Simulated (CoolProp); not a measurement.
Vapour-liquid equilibrium of n-butane (1) + acetone (2) at 0.458 MPa; x and y are mole fractions of (1).

Computed with CoolProp (multi-fluid Helmholtz-energy mixture model, Bücker 2006 and Lemmon 2006; pair parameters Bell 2016).

```json
[
 {"x": "0.05", "bubble temperature, mixture model (K)": "366.9", "bubble temperature, Raoult's law (K)": "375.7", "y, mixture model": "0.315", "y, Raoult's law": "0.175"},
 {"x": "0.125", "bubble temperature, mixture model (K)": "350.9", "bubble temperature, Raoult's law (K)": "368.1", "y, mixture model": "0.579", "y, Raoult's law": "0.377"},
 {"x": "0.2", "bubble temperature, mixture model (K)": "340.7", "bubble temperature, Raoult's law (K)": "361.3", "y, mixture model": "0.703", "y, Raoult's law": "0.525"},
 {"x": "0.275", "bubble temperature, mixture model (K)": "334.6", "bubble temperature, Raoult's law (K)": "355.3", "y, mixture model": "0.767", "y, Raoult's law": "0.637"},
 {"x": "0.35", "bubble temperature, mixture model (K)": "330.8", "bubble temperature, Raoult's law (K)": "350.0", "y, mixture model": "0.802", "y, Raoult's law": "0.721"},
 {"x": "0.425", "bubble temperature, mixture model (K)": "328.4", "bubble temperature, Raoult's law (K)": "345.2", "y, mixture model": "0.825", "y, Raoult's law": "0.787"},
 {"x": "0.5", "bubble temperature, mixture model (K)": "326.7", "bubble temperature, Raoult's law (K)": "340.9", "y, mixture model": "0.840", "y, Raoult's law": "0.838"},
 {"x": "0.575", "bubble temperature, mixture model (K)": "325.5", "bubble temperature, Raoult's law (K)": "337.0", "y, mixture model": "0.853", "y, Raoult's law": "0.878"},
 {"x": "0.65", "bubble temperature, mixture model (K)": "324.5", "bubble temperature, Raoult's law (K)": "333.4", "y, mixture model": "0.866", "y, Raoult's law": "0.911"},
 {"x": "0.725", "bubble temperature, mixture model (K)": "323.5", "bubble temperature, Raoult's law (K)": "330.1", "y, mixture model": "0.880", "y, Raoult's law": "0.937"},
 {"x": "0.8", "bubble temperature, mixture model (K)": "322.5", "bubble temperature, Raoult's law (K)": "327.1", "y, mixture model": "0.899", "y, Raoult's law": "0.959"},
 {"x": "0.875", "bubble temperature, mixture model (K)": "321.5", "bubble temperature, Raoult's law (K)": "324.3", "y, mixture model": "0.925", "y, Raoult's law": "0.977"},
 {"x": "0.95", "bubble temperature, mixture model (K)": "320.6", "bubble temperature, Raoult's law (K)": "321.8", "y, mixture model": "0.963", "y, Raoult's law": "0.991"}
]
```

The largest gap from Raoult's law is -20.7 K in bubble temperature, at x = 0.275. No azeotrope shows between x = 0.05 and 0.95.

Pair parameters are fitted to limited data, so mixtures are less certain than the pure fluids. With so large a gap from Raoult's law the liquid may split in two, which this calculation doesn't test in full.
